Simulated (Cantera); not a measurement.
Feed: 1 mol V, 0.18 mol H2O, 2.3 mol H2, at 2325 °C and 13.3 mbar.

Method: chemical equilibrium by Gibbs-energy minimisation in Cantera with the NASA 1993 tables (ideal gas, pure condensed phases). Candidate condensed phases: H2O, V, VO, V2O3, V2O4, V2O5; 12 gas species. Condensed phases not in the tables: N, O or C dissolved in the metal. Rates play no part.

Base state: H2 0.565, H 0.248, V 0.140, VO 0.0446, VO2 0.00238, H2O 0.000562, OH 5.70e-5, O 1.62e-5 (mole fractions); condensed: V(l).

Task: What changes in the equilibrium state with this change: pressure from 13.3 mbar to 42.0 Pa?

Result: 
```tsv
species	before	after
H	0.248	0.677
V	0.140	0.157
H2	0.565	0.133
VO	0.0446	0.0316
O	1.62e-5	0.000323
H2O	0.000562	8.30e-5
VO2	0.00238	0.00106
V(l), mol	0.328	0
```

Task: What changes in the equilibrium state with this change: H2 from 2.3 to 43 mol?

Result: 
```json
[
 {"species": "H2", "before": "0.565", "after": "0.703"},
 {"species": "H", "before": "0.248", "after": "0.277"},
 {"species": "V", "before": "0.140", "after": "0.0165"},
 {"species": "VO", "before": "0.0446", "after": "0.00291"},
 {"species": "VO2", "before": "0.00238", "after": "8.55e-5"},
 {"species": "O", "before": "1.62e-5", "after": "8.94e-6"},
 {"species": "OH", "before": "5.70e-5", "after": "3.51e-5"},
 {"species": "H2O", "before": "0.000562", "after": "0.000387"},
 {"species": "V(l), mol", "before": "0.328", "after": "0"}
]
```
